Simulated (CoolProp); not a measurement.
Properties of CH2F2 (R32) at several states.

Model: reference Helmholtz-energy equation of state, Tillner-Roth 1997, in CoolProp.

| T (K) | p (kPa) | phase | Joule-Thomson coefficient (K/MPa) | viscosity (µPa s) |
|---|---|---|---|---|
| 151.1 | 22.8 | liquid | -0.3351 | 1190 |
| 430.6 | 2530 | gas | 7.687 | 19.2 |
| 167.3 | 227 | liquid | -0.3283 | 783 |

Viscosity comes from a separate model (Bell 2016), an estimate that may be off by 10 % or more.
